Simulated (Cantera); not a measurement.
A freely propagating, adiabatic, planar premixed flame of C3H8 : O2 : N2 : CO2 = 1 : 5.62 : 21.1 : 5.7 (molar parts), equivalence ratio 0.89, unburnt at 350 K and 9.90 bar; mixture-averaged transport, grid criteria slope 0.08 and curve 0.16, no radiation.

Computed with Cantera and GRI-Mech 3.0 (53 species, 325 reactions). GRI-Mech 3.0 was tuned for natural gas; its chemistry of propane as a main component is partial and can be far from experiment. Burning velocities carry a grid error of a few per cent, more on coarse grids.

Q: What does this change do: 0.89 parts H2 added?

A: 
```json
[
 {"quantity": "laminar burning velocity", "before": "7.56 cm/s", "after": "9.97 cm/s"},
 {"quantity": "thermal thickness", "before": "0.163 mm", "after": "0.136 mm"},
 {"quantity": "peak x(OH)", "before": "0.00125", "after": "0.00170"}
]
```
